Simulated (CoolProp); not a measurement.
The numbers come from the reference Helmholtz-energy equation of state, Setzmann 1991 in CoolProp.

**Question.** Give the vapour pressure (MPa), vapour density (kg/m³), enthalpy of vaporisation (kJ/kg), surface tension (mN/m) of saturated methane at 145.4, 168.7 K.

**Answer.** 
| T (K) | p (MPa) | vapour density (kg/m³) | enthalpy of vaporisation (kJ/kg) | surface tension (mN/m) |
|---|---|---|---|---|
| 145.4 | 0.839 | 13.2 | 428 | 6.59 |
| 168.7 | 2.22 | 36.8 | 328 | 2.72 |

Surface tension comes from a separate correlation (Mulero 2012).
